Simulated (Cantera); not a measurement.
Charge: 1 mol Cu2O, 460 mol H2, 2.3 mol N2, held at 3.50 bar.

Equilibrium computed with Cantera from the NASA thermochemical tables; the gas is ideal and each condensed phase is pure. Candidate condensed phases: Cu, CuO, Cu(OH)2, Cu2O, H2O; 27 gas species. The numbers say what is thermodynamically allowed, not how fast it happens. All values below are at 1552 °C.

Base state: H2 0.992, N2 0.00497, H2O 0.00216, H 0.000235, Cu 0.000206 (mole fractions); condensed: Cu(l).

**Question.** What changes in the equilibrium state with this change: pressure from 3.50 bar to 1.33 mbar?

**Answer.** 
```csv
species,before,after
H2,0.992,0.977
H,0.000235,0.0119
N2,0.00497,0.00492
Cu,0.000206,0.00428
H2O,0.00216,0.00214
"Cu(l), mol",1.90,0
```
